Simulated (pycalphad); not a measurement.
Source of the numbers: pycalphad with the COST 507 light-alloy database (1999); pressure 1 atm. The data set is of 1999 and partly superseded. Phase fractions are per mole of atoms. Diffusion is slow at the low end, where real alloys seldom reach equilibrium.

Task: Give the equilibrium state of Ti-0.22Hf-1.98B (at.%) at 1500 K.

Result: BCC_A2, fraction 0.964, with 0.23 Hf, 0.18 B at.%; BM, fraction 0.036, with 0.02 Hf, 50.0 B at.%.

Task: Give the equilibrium state of Ti-0.22Hf-1.98B (at.%) at 600 K.

Result: HCP_A3, fraction 0.961, with 0.23 Hf, 0.02 B at.%; BM, fraction 0.039, with 0.01 Hf, 50.0 B at.%.

Database names, with the compositions (at.%) that they take in these runs: BM: Ti 50 B 50. BCC_A2 is bcc; HCP_A3 is hcp.
